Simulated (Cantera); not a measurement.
# Moist CO burnout

An isothermal, constant-pressure homogeneous reactor starts with 0.811 % CO, 1.08 % O₂, 0.381 % H₂O, 97.7 % N₂, at 1000 K and 2030 Torr.

Detailed kinetics in Cantera: GRI-Mech 3.0 (53 species, 325 reactions).

| t (s) | x CO | x O₂ | x H₂O | x O | x NO₂ | x OH | x NO |
|---|---|---|---|---|---|---|---|
| 0.000300 | 0.00811 | 0.0108 | 0.00381 | 6.69e-11 | <1e-12 | 1.05e-12 | <1e-12 |
| 0.000823 | 0.00811 | 0.0108 | 0.00381 | 1.52e-10 | <1e-12 | 2.71e-12 | <1e-12 |
| 0.00226 | 0.00811 | 0.0108 | 0.00381 | 2.72e-10 | <1e-12 | 6.10e-12 | <1e-12 |
| 0.00620 | 0.00811 | 0.0108 | 0.00381 | 3.99e-10 | <1e-12 | 1.42e-11 | <1e-12 |
| 0.0170 | 0.00811 | 0.0108 | 0.00381 | 8.18e-10 | <1e-12 | 4.94e-11 | <1e-12 |
| 0.0468 | 0.00811 | 0.0108 | 0.00381 | 5.56e-9 | <1e-12 | 4.62e-10 | <1e-12 |
| 0.128 | 0.00807 | 0.0107 | 0.00381 | 9.76e-8 | <1e-12 | 1.47e-8 | <1e-12 |
| 0.352 | 0.00769 | 0.0105 | 0.00381 | 1.24e-7 | 6.75e-12 | 2.24e-8 | 3.75e-12 |
| 0.967 | 0.00664 | 0.0100 | 0.00380 | 1.20e-7 | 6.67e-11 | 2.49e-8 | 3.40e-11 |
| 2.65 | 0.00436 | 0.00889 | 0.00380 | 9.62e-8 | 4.72e-10 | 2.59e-8 | 2.08e-10 |
| 7.29 | 0.00152 | 0.00748 | 0.00382 | 4.82e-8 | 2.20e-9 | 2.37e-8 | 6.22e-10 |
| 20.0 | 0.000201 | 0.00682 | 0.00383 | 8.32e-9 | 5.06e-9 | 1.47e-8 | 5.55e-10 |
x: mole fraction; the columns are a selection and need not sum to one.

Equilibrium at this temperature and pressure: CO 3.71e-12, O₂ 0.00672, H₂O 0.00383, O 7.89e-12, NO₂ 9.90e-8, OH 7.44e-9, NO 6.28e-6 (gas phase only).
